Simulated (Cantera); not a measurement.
Charge: 1 mol HBr, 0.19 mol H₂, 1.8 mol H₂O, at 1650 K and 0.100 bar.

These are equilibrium values from Cantera (NASA tables, ideal gas, pure condensed phases), not measurements of a reactor. Candidate condensed phases: Br₂, H₂O; 12 gas species. Kinetics and transport are ignored.

Base state: H₂O 0.596, HBr 0.311, H₂ 0.0729, Br 0.0198, Br₂ 0.000103, H 7.76e-5, OH 2.86e-5 (mole fractions); condensed: gas only.

Task: What changes in the equilibrium state with this change: temperature from 1650 K to 1475 K?

Result: 
```tsv
species	before	after
H₂O	0.596	0.600
HBr	0.311	0.328
H₂	0.0729	0.0663
Br	0.0198	0.00577
OH	2.86e-5	2.51e-6
H	7.76e-5	1.06e-5
Br₂	0.000103	4.89e-5
```
